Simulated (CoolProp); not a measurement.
R123 along the isobar 14.4 MPa: density (kg/m³) from the reference equation and from simpler models built on Tc = 456.8 K, pc = 3.662 MPa, ω = 0.282; each cubic takes its own stable root.

Computed with CoolProp (reference Helmholtz-energy equation of state, Younglove 1994). It is a modified Benedict-Webb-Rubin equation, recast in Helmholtz form.

```
T (K)   phase  reference  van der Waals  Redlich-Kwong  Soave-Redlich-Kwong  Peng-Robinson
-----  ------  ---------  -------------  -------------  -------------------  -------------
241.4  liquid       1624          998.1           1446                 1475           1655
253.4  liquid       1598          987.8           1426                 1457           1635
265.5  liquid       1572          977.3           1406                 1438           1615
277.5  liquid       1546          966.6           1384                 1418           1593
289.5  liquid       1520          955.8           1363                 1397           1570
301.5  liquid       1493          944.8           1340                    …           1547
313.5  liquid       1467          933.6              …                 1353           1522
325.5  liquid       1439          922.3           1294                 1329           1495
337.6  liquid       1411              …           1269                 1305           1467
```

Some entries are withheld; supply them.


- 301.5, Soave-Redlich-Kwong: 1376
- 313.5, Redlich-Kwong: 1317
- 337.6, van der Waals: 910.7
